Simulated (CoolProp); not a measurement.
Saturation properties of decamethylcyclopentasiloxane (D5) (Tc = 345.1 °C, pc = 1.078 MPa, ω = 0.631).

Model: reference Helmholtz-energy equation of state, Thol 2019, in CoolProp.

```
T (°C)  p (MPa)  liquid density (kg/m³)  vapour density (kg/m³)  liquid cp (kJ/(kg K))  surface tension (mN/m)
------  -------  ----------------------  ----------------------  ---------------------  ----------------------
149.35  0.01802                   818.6                   1.952                  1.887                    9.30
157.35  0.02343                   809.3                   2.505                  1.900                    8.79
165.45  0.03015                   799.8                   3.186                  1.915                    8.28
173.55  0.03834                   790.2                   4.008                  1.929                    7.78
181.55  0.04805                   780.5                   4.978                  1.944                    7.29
189.65  0.05977                   770.5                   6.143                  1.958                    6.81
197.65  0.07341                   760.4                   7.498                  1.974                    6.34
205.75  0.08958                   750.0                   9.106                  1.989                    5.88
213.85   0.1084                   739.2                   10.98                  2.005                    5.42
221.85   0.1298                   728.3                   13.14                  2.021                    4.98
229.95   0.1546                   716.9                   15.66                  2.038                    4.54
```

It boils at 210.9 °C under 1 atm.

Surface tension comes from a separate correlation (Mulero 2014), older than this fluid's equation and unchecked against measurements.
